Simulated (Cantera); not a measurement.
## Equilibrium for carbothermic reduction: PbO + CO + H2

Charge: 1 mol PbO, 2.7 mol CO, a varied amount of H2, held at 2277 °C and 0.100 bar.

Cantera equilibrium calculation (NASA polynomials, part measured and part estimated; ideal gas, pure solids and liquids). Candidate condensed phases: C, C6H6, C7H8, C8H18, H2O, Pb, PbO, PbO2, Pb3O4; 113 gas species. Gases not in the tables: (PbO)n polymers. Kinetics and transport are ignored.

```tsv
n(H2) (mol)	x CO	x H2	x Pb	x CO2	x H2O	x H
0.62	0.486	0.0475	0.219	0.127	0.0787	0.0215
0.75	0.483	0.0603	0.213	0.112	0.0889	0.0242
0.91	0.477	0.0771	0.207	0.0966	0.0988	0.0274
1.1	0.469	0.0977	0.199	0.0814	0.107	0.0308
1.3	0.459	0.120	0.192	0.0686	0.114	0.0342
1.6	0.443	0.153	0.181	0.0541	0.119	0.0386
2	0.421	0.196	0.169	0.0408	0.121	0.0437
2.4	0.399	0.236	0.158	0.0318	0.120	0.0480
2.9	0.373	0.282	0.146	0.0242	0.116	0.0524
```
x: gas mole fraction; nothing condenses.

From 0.62 mol H2 to 2.9 mol H2 nothing is condensed.
